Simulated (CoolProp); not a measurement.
1000 sccm (0 °C, 1 atm) of nitrogen bubbles through liquid the fluoroketone C6F12O (FK-5-1-12) at 303.4 K and leaves saturated at a total pressure of 0.15 MPa (ideal gas phase). Each further row changes one setting.

Values from CoolProp's reference Helmholtz-energy equation of state, McLinden 2015.

| case | vapour pressure (kPa) | mole fraction of vapour | delivery (mg/min) | delivery (sccm) | change of delivery for a bath 1 K warmer (%) |
|---|---|---|---|---|---|
| as stated | 50.2 | ___ | 7080 | 502 | ___ |
| bath temperature 308.4 K | 61.1 | ___ | 9690 | ___ | 6.8 |
| total pressure 0.3 MPa | 50.2 | ___ | 2830 | 201 | 5.0 |

### Question
Complete the blanks.

### Answer

- as stated, mole fraction of vapour: 0.334
- as stated, change of delivery for a bath 1 K warmer (%): 6.3
- bath temperature 308.4 K, mole fraction of vapour: 0.407
- bath temperature 308.4 K, delivery (sccm): 687
- total pressure 0.3 MPa, mole fraction of vapour: 0.167
